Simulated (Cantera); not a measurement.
Feed: 1 mol PbO, 0.17 mol H2, 14 mol N2, held at 405 Torr.

These are equilibrium values from Cantera (NASA tables, ideal gas, pure condensed phases), not measurements of a reactor. Candidate condensed phases: H2O, Pb, PbO, PbO2, Pb3O4; 27 gas species. Each liquid is taken as pure. Mutual solubility and eutectic melting of coexisting phases are not modelled. Gases not in the tables: (PbO)n polymers. The numbers say what is thermodynamically allowed, not how fast it happens. All values below are at 1325 K.

Base state: N2 0.980, H2O 0.0119, Pb 0.00668, PbO 0.00128 (mole fractions); condensed: Pb(l) + PbO(l).

**Question.** What changes in the equilibrium state with this change: pressure from 405 Torr to 7.50 Torr?

**Answer.** 
```csv
species,before,after
N2,0.980,0.921
PbO,0.00128,0.0507
Pb,0.00668,0.0151
H2O,0.0119,0.0112
O2,1.14e-7,0.00191
NO,3.82e-7,4.79e-5
"Pb(l), mol",0.0745,0
"PbO(l), mol",0.812,0
```
